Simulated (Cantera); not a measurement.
An isothermal, constant-pressure homogeneous reactor starts with NO : N2 = 1 : 3.8 (molar parts), at 1823 K and 20.0 Torr. Integrator tolerance rtol = 1e-08.

Detailed kinetics in Cantera: GRI-Mech 3.0 (53 species, 325 reactions). Radical loss at walls, strong at low pressure, is not modelled.

Question: What does this change do: temperature 1823 to 1850 K?

Answer: 
```csv
quantity,before,after
x(NO) at 10.0 s,0.198 (gas-phase equilibrium 0.00335),0.193 (gas-phase equilibrium 0.00366)
x(N2O) at 10.0 s,1.48e-5 (gas-phase equilibrium 3.34e-8),1.41e-5 (gas-phase equilibrium 3.63e-8)
x(O2) at 10.0 s,0.00531 (gas-phase equilibrium 0.102),0.00740 (gas-phase equilibrium 0.102)
x(O) at 10.0 s,8.98e-5 (gas-phase equilibrium 0.000297),0.000128 (gas-phase equilibrium 0.000380)
x(NO2) at 10.0 s,1.33e-5 (gas-phase equilibrium 9.12e-7),1.41e-5 (gas-phase equilibrium 9.42e-7)
x(N2) at 10.0 s,0.797 (gas-phase equilibrium 0.894),0.799 (gas-phase equilibrium 0.894)
```

Question: What does this change do: temperature 1823 to 2175 K?

Answer: 
```
quantity                                            before                                    after
----------------  ----------------------------------------  ---------------------------------------
x(NO) at 10.0 s      0.198 (gas-phase equilibrium 0.00335)  0.00938 (gas-phase equilibrium 0.00866)
x(N2O) at 10.0 s   1.48e-5 (gas-phase equilibrium 3.34e-8)  8.72e-8 (gas-phase equilibrium 8.36e-8)
x(O2) at 10.0 s      0.00531 (gas-phase equilibrium 0.102)    0.0970 (gas-phase equilibrium 0.0974)
x(O) at 10.0 s    8.98e-5 (gas-phase equilibrium 0.000297)  0.00442 (gas-phase equilibrium 0.00443)
x(NO2) at 10.0 s   1.33e-5 (gas-phase equilibrium 9.12e-7)  1.37e-6 (gas-phase equilibrium 1.27e-6)
x(N2) at 10.0 s        0.797 (gas-phase equilibrium 0.894)      0.889 (gas-phase equilibrium 0.890)
```

Question: What does this change do: temperature 1823 to 2150 K?

Answer: 
| quantity | before | after |
|---|---|---|
| x(NO) at 10.0 s | 0.198 (gas-phase equilibrium 0.00335) | 0.0108 (gas-phase equilibrium 0.00819) |
| x(N2O) at 10.0 s | 1.48e-5 (gas-phase equilibrium 3.34e-8) | 9.29e-8 (gas-phase equilibrium 7.92e-8) |
| x(O2) at 10.0 s | 0.00531 (gas-phase equilibrium 0.102) | 0.0967 (gas-phase equilibrium 0.0980) |
| x(O) at 10.0 s | 8.98e-5 (gas-phase equilibrium 0.000297) | 0.00374 (gas-phase equilibrium 0.00377) |
| x(NO2) at 10.0 s | 1.33e-5 (gas-phase equilibrium 9.12e-7) | 1.63e-6 (gas-phase equilibrium 1.25e-6) |
| x(N2) at 10.0 s | 0.797 (gas-phase equilibrium 0.894) | 0.889 (gas-phase equilibrium 0.890) |
